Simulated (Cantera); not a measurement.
Equilibrium for roasting and sulfation: MgCO3 + SO2 + O2

A closed system holds: 1 mol MgCO3, 0.39 mol SO2, 0.073 mol O2, held at 1300 Pa.

Cantera equilibrium calculation (NASA polynomials, part measured and part estimated; ideal gas, pure solids and liquids). Candidate condensed phases: C, Mg, MgCO3, MgO, MgS, MgSO4, S; 26 gas species. Kinetics and transport are ignored.

From 627 °C to 727 °C the condensed part is MgO(s) + MgSO4(s). From 827 °C to 1527 °C the condensed part is MgO(s).

```tsv
T (°C)	log p CO2	log p SO2	log p O2	log p CO	log p SO3	log p O	log p SO	n MgO(s)	n MgSO4(s)
627	-1.98	-2.59	-10.28	-8.70	-6.91	<-13	-10.93	0.854	0.146
727	-1.98	-2.59	-5.91	-9.24	-5.29	-12.76	-11.35	0.855	0.145
827	-2.05	-2.47	-3.21	-9.32	-4.27	-10.21	-11.14	1.00	0
927	-2.05	-2.46	-3.20	-8.21	-4.65	-9.20	-9.95	1.00	0
1027	-2.05	-2.46	-3.19	-7.27	-4.97	-8.35	-8.94	1.00	0
1127	-2.05	-2.46	-3.19	-6.46	-5.25	-7.62	-8.07	1.00	0
1227	-2.05	-2.46	-3.19	-5.77	-5.48	-6.99	-7.32	1.00	0
1327	-2.05	-2.46	-3.19	-5.16	-5.69	-6.43	-6.66	1.00	0
1427	-2.05	-2.46	-3.18	-4.63	-5.87	-5.94	-6.09	1.00	0
1527	-2.06	-2.46	-3.17	-4.16	-6.02	-5.50	-5.58	1.00	0
```
log p: log10 of the partial pressure in bar; n: condensed amount in mol.
